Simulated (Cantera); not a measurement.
# Silicon etching in halogen gases: Si + F₂ + H₂

Feed: 1 mol Si, a varied amount of F₂, 3.5 mol H₂, at 1348.15 K and 2700 Pa.

Equilibrium computed with Cantera from the NASA thermochemical tables; the gas is ideal and each condensed phase is pure. Candidate condensed phases: Si; 25 gas species. The tables' values for SiF₃, SiF₂ are old estimates; treat these amounts as uncertain. Equilibrium is a limit: real reactors are often held back by kinetics, nucleation or transport.

From 0.8 mol F₂ to 1.7 mol F₂ the condensed part is Si(s). From 2.1 mol F₂ to 5.8 mol F₂ nothing is condensed. The main Si-bearing gas is SiF₄ throughout.

| n(F₂) (mol) | log p H₂ | log p HF | log p SiF₄ | log p F | log p SiF₃ | log p SiHF₃ | log p SiF₂ | n Si(s) |
|---|---|---|---|---|---|---|---|---|
| 0.8 | -1.62 | -4.40 | -2.63 | <-13 | -3.51 | -3.69 | -4.51 | 0.580 |
| 1 | -1.63 | -4.38 | -2.54 | <-13 | -3.44 | -3.62 | -4.46 | 0.476 |
| 1.3 | -1.65 | -4.37 | -2.44 | <-13 | -3.37 | -3.56 | -4.41 | 0.321 |
| 1.7 | -1.67 | -4.35 | -2.34 | <-13 | -3.29 | -3.49 | -4.36 | 0.114 |
| 2.1 | -1.70 | -2.92 | -2.23 | -12.79 | -4.64 | -4.85 | -7.16 | 0 |
| 2.7 | -1.84 | -2.14 | -2.29 | -11.94 | -5.54 | -5.82 | -8.90 | 0 |
| 3.5 | -2.05 | -1.87 | -2.35 | -11.57 | -5.97 | -6.36 | -9.71 | 0 |
| 4.5 | -2.41 | -1.71 | -2.41 | -11.23 | -6.38 | -6.95 | -10.46 | 0 |
| 5.8 | <-13 | -1.66 | -2.50 | -2.73 | <-13 | <-13 | <-13 | 0 |
log p: log10 of the partial pressure in bar; n: condensed amount in mol.
